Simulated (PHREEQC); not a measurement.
Solution (20 °C): 0.29 mol H3PO4, 0.022 mol Na2HPO4 and 0.00032 mol NaCl per kg of water. Closed to the air; pH follows from the charge balance.

All values are PHREEQC results (ion-association model, phreeqc.dat), not measurements.

```
Item                          Result
--------------------  --------------
pH                              1.56
ionic strength        0.0775 mol/kgw
activity of water              0.993
specific conductance     12300 µS/cm
density                  1.016 g/cm³
total alkalinity         -268 meq/kg
```

```json
[
 {"species": "H3PO4", "molality": "0.235", "activity": "0.239", "log γ": "0.008"},
 {"species": "H2PO4-", "molality": "0.0772", "activity": "0.0621", "log γ": "-0.094"},
 {"species": "Na+", "molality": "0.0443", "activity": "0.0355", "log γ": "-0.096"},
 {"species": "H+", "molality": "0.0332", "activity": "0.0278", "log γ": "-0.077"},
 {"species": "Cl-", "molality": "0.000320", "activity": "0.000252", "log γ": "-0.104"},
 {"species": "HPO4-2", "molality": "3.29e-7", "activity": "1.35e-7", "log γ": "-0.387"},
 {"species": "NaHPO4-", "molality": "1.16e-8", "activity": "9.34e-9", "log γ": "-0.094"}
]
```

This is a speciation only: nothing precipitates in the calculation. Complexes and solids missing from the database can't appear.
